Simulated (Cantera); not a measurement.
Equilibrium for carbothermic reduction: TiO₂ + C + CO

A closed system holds: 1 mol TiO₂, 3.5 mol C, 0.61 mol CO, held at 998.15 K and 1.33 mbar.

These are equilibrium values from Cantera (NASA tables, ideal gas, pure condensed phases), not measurements of a reactor. Candidate condensed phases: C, Ti, TiC, TiO, TiO₂, Ti₂O₃, Ti₃O₅, Ti₄O₇; 15 gas species. Rates play no part.

```json
{
 "x(CO)": "0.999",
 "x(CO₂)": "0.000784",
 "n(C(graphite))": "3.50 mol",
 "n(TiO₂(rutile))": "1.00 mol",
 "gas_amount": "0.6095 mol",
 "log10 activity of Ti₄O₇(s) (absent)": "-0.88",
 "log10 activity of Ti₃O₅(s) (absent)": "-1.14",
 "log10 activity of Ti₂O₃(s) (absent)": "-1.50"
}
```
